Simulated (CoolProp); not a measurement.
R115 at 298.15 K and 2.71 MPa is throttled through a valve to 1.85 MPa with no heat exchange. Each further row changes one setting.

Model: reference Helmholtz-energy equation of state, Lemmon 2016, in CoolProp.

```tsv
case	temperature change (K)	final phase	final density (kg/m³)
as stated	(withheld)	liquid	1300
outlet pressure 0.555 MPa	(withheld)	(withheld)	(withheld)
outlet pressure 2.41 MPa	(withheld)	liquid	1300
```

### Question
Fill in the missing entries.

### Answer

- as stated, temperature change (K): -0.1
- outlet pressure 0.555 MPa, temperature change (K): -17.5
- outlet pressure 0.555 MPa, final phase: two-phase, vapour fraction 0.178
- outlet pressure 0.555 MPa, final density (kg/m³): 211
- outlet pressure 2.41 MPa, temperature change (K): -0.0
